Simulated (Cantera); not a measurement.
A closed system holds: 1 mol SiCl4, 0.026 mol C2H2, 190 mol H2, held at 1677 °C.

Method: chemical equilibrium by Gibbs-energy minimisation in Cantera with the NASA 1993 tables (ideal gas, pure condensed phases). Candidate condensed phases: C, C6H6, C7H8, C8H18, Si, SiC; 109 gas species. Mutual solubility and eutectic melting of coexisting phases are not modelled. Gases not in the tables: Si2H6 and higher silanes. Rates play no part.

### Question
Which condensed phases are stable at each of these points (P (Pa)): 100, 400, 1600, 6300, 25000, 100000?

### Answer
| P (Pa) | condensed phases | Si condensed (%) |
|---|---|---|
| 100 | SiC(s) | 1.7 |
| 400 | SiC(s) | 3.5 |
| 1600 | Si(l) + SiC(s) | 44.9 |
| 6300 | Si(l) + SiC(s) | 70.3 |
| 25000 | Si(l) + SiC(s) | 77.3 |
| 100000 | Si(l) + SiC(s) | 79.3 |

From 100 Pa to 400 Pa the condensed part is SiC(s). From 1600 Pa to 100000 Pa the condensed part is Si(l) + SiC(s).
